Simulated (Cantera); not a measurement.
## Ignition delay

Mixture: CH₄ : CO : O₂ : N₂ = 0.5 : 0.087 : 2.04 : 7.68 (molar parts), equivalence ratio 0.51, at 4.34 atm, adiabatic and at constant volume. Ignition delay is the time to a rise of 400 K.

Detailed kinetics in Cantera: GRI-Mech 3.0 (53 species, 325 reactions).

| T0 (K) | delay (ms) |
|---|---|
| 1100 | 36.8 |
| 1200 | 8.59 |
| 1300 | 2.38 |
| 1400 | 0.757 |
| 1500 | 0.276 |
| 1600 | 0.114 |

The apparent activation energy between 1400 and 1600 K is 180 kJ/mol.
